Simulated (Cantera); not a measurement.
Charge: 1 mol Si3N4, 10 mol Cl2, 1.4 mol H2, at 925 K and 0.750 Torr.

These are equilibrium values from Cantera (NASA tables, ideal gas, pure condensed phases), not measurements of a reactor. Candidate condensed phases: NH4Cl, Si, Si3N4; 28 gas species. The numbers say what is thermodynamically allowed, not how fast it happens.

Base state: SiCl4 0.288, HCl 0.269, Cl2 0.249, N2 0.192, Cl 0.00183 (mole fractions); condensed: gas only.

### Question
What changes in the equilibrium state with this change: temperature from 925 K to 1148.15 K?

### Answer
```csv
species,before,after
SiCl4,0.288,0.283
HCl,0.269,0.264
Cl2,0.249,0.225
Cl,0.00183,0.0403
N2,0.192,0.188
```
